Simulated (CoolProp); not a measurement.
The numbers come from the reference Helmholtz-energy equation of state, Thol 2015 in CoolProp.

**Question.** For octamethylcyclotetrasiloxane (D4), give the phase and the density (kg/m³), cp (kJ/(kg K)), cv (kJ/(kg K)), isothermal compressibility (1/MPa) at 599.6 K and 0.144 MPa; 599.6 K and 0.337 MPa.

**Answer.** 
- 599.6 K and 0.144 MPa: gas; density 8.88, cp 2.01, cv 1.98, isothermal compressibility 7.21
- 599.6 K and 0.337 MPa: gas; density 21.9, cp 2.03, cv 1.98, isothermal compressibility 3.26
